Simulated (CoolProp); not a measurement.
Properties of cis-2-butene along the isotherm 212.05 °C (Tc = 162.6 °C, pc = 4.236 MPa, ω = 0.202).

Values from CoolProp's reference Helmholtz-energy equation of state, Lemmon 2005. It is a short technical equation, of lower accuracy than the large ones.

| p (MPa) | phase | isothermal compressibility (1/MPa) | fugacity coefficient |
|---|---|---|---|
| 3.26 | gas | 0.4002 | 0.8194 |
| 6.52 | supercritical | 0.3107 | 0.6532 |
| 9.78 | supercritical | 0.07938 | 0.5222 |
| 13 | supercritical | 0.03192 | 0.4464 |
| 16.3 | supercritical | 0.01904 | 0.4003 |
| 19.6 | supercritical | 0.01345 | 0.3716 |
| 22.8 | supercritical | 0.01043 | 0.3537 |
| 26.1 | supercritical | 0.008462 | 0.3419 |
| 29.3 | supercritical | 0.007148 | 0.3352 |
| 32.6 | supercritical | 0.006159 | 0.3318 |
| 35.8 | supercritical | 0.005430 | 0.3311 |
| 39.1 | supercritical | 0.004839 | 0.3327 |
| 42.4 | supercritical | 0.004364 | 0.3362 |
